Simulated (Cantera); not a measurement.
Charge: 1 mol Si2H6, 16 mol NO, 19 mol H2, equilibrated at 10.0 Torr.

These are equilibrium values from Cantera (NASA tables, ideal gas, pure condensed phases), not measurements of a reactor. Candidate condensed phases: H2O, Si, SiO2, Si2N2O, Si3N4; 35 gas species. The feed counts by its element totals alone. The tables hold silica as quartz up to 1696 K and as liquid above; real silica turns to tridymite and cristobalite and melts near 1996 K. Kinetics and transport are ignored.

Problem. At 1375 K, list the 4 most abundant gas species with their mole fractions, and the condensed phases.

Solution. H2O 0.400, H2 0.333, N2 0.267, H 1.71e-5. Condensed: SiO2(β-quartz).
